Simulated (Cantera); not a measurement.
# Low-pressure radical oxidation in H2/O2

An isothermal, constant-pressure homogeneous reactor starts with 10.9 % H2, 78.1 % O2, 10.9 % N2, at 1225 K and 20.0 Torr.

Detailed kinetics in Cantera: GRI-Mech 3.0 (53 species, 325 reactions). Radical loss at walls, strong at low pressure, is not modelled. The temperature is held fixed by assumption; the heat of reaction is taken as removed at once.

```
t (s)         x H2   x O2    x N2O       x H    x HO2
--------  --------  -----  -------  --------  -------
1.00e-5      0.109  0.781   <1e-12   2.15e-9  2.50e-9
3.53e-5      0.109  0.781   <1e-12   7.45e-9  8.82e-9
0.000125     0.109  0.781   <1e-12   7.71e-8  3.16e-8
0.000440     0.109  0.781   <1e-12   9.86e-5  8.57e-7
0.00155    0.00351  0.715  1.37e-9    0.0246  1.03e-5
0.00548    0.00194  0.741  2.72e-9   0.00922  9.87e-6
0.0193    0.000371  0.763  4.34e-9  0.000716  5.95e-6
0.0682     3.34e-5  0.768  5.77e-9   1.94e-5  1.42e-6
0.241      3.61e-6  0.768  6.40e-9   7.16e-7  2.32e-7
0.850      5.74e-7  0.769  6.62e-9   4.68e-8  4.67e-8
3.00       1.20e-7  0.769  6.49e-9   4.56e-9  1.71e-8
```
x: mole fraction; the columns are a selection and need not sum to one.

Equilibrium at this temperature and pressure: H2 1.72e-8, O2 0.769, N2O 7.50e-10, H 2.52e-10, HO2 2.02e-8 (gas phase only).
